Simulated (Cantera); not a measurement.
Equilibrium for nitride etching: Si₃N₄ + Cl₂

A closed system holds: 1 mol Si₃N₄, 11 mol Cl₂, equilibrated at 10.0 mbar.

These are equilibrium values from Cantera (NASA tables, ideal gas, pure condensed phases), not measurements of a reactor. Candidate condensed phases: Si, Si₃N₄; 13 gas species. The tables' values for SiCl₃ are old estimates; treat these amounts as uncertain. Rates play no part.

From 927 °C to 1577 °C nothing is condensed. The main Si-bearing gas is SiCl₄ throughout.

| T (°C) | log p Cl | log p Cl₂ | log p SiCl₄ | log p N₂ | log p SiCl₃ | log p SiCl₂ |
|---|---|---|---|---|---|---|
| 927 | -3.49 | -2.32 | -2.53 | -2.71 | -8.21 | -12.94 |
| 977 | -3.28 | -2.34 | -2.53 | -2.71 | -7.74 | -12.09 |
| 1027 | -3.09 | -2.36 | -2.54 | -2.72 | -7.30 | -11.29 |
| 1077 | -2.91 | -2.39 | -2.55 | -2.73 | -6.90 | -10.55 |
| 1127 | -2.76 | -2.43 | -2.56 | -2.74 | -6.52 | -9.85 |
| 1177 | -2.63 | -2.49 | -2.58 | -2.75 | -6.17 | -9.19 |
| 1227 | -2.52 | -2.57 | -2.59 | -2.77 | -5.82 | -8.55 |
| 1277 | -2.42 | -2.66 | -2.61 | -2.79 | -5.50 | -7.93 |
| 1327 | -2.35 | -2.78 | -2.63 | -2.81 | -5.18 | -7.33 |
| 1377 | -2.29 | -2.92 | -2.65 | -2.83 | -4.86 | -6.73 |
| 1427 | -2.25 | -3.08 | -2.67 | -2.84 | -4.56 | -6.15 |
| 1477 | -2.23 | -3.24 | -2.69 | -2.85 | -4.26 | -5.58 |
| 1527 | -2.21 | -3.42 | -2.71 | -2.86 | -3.98 | -5.03 |
| 1577 | -2.19 | -3.59 | -2.75 | -2.87 | -3.72 | -4.53 |
log p: log10 of the partial pressure in bar; nothing condenses.
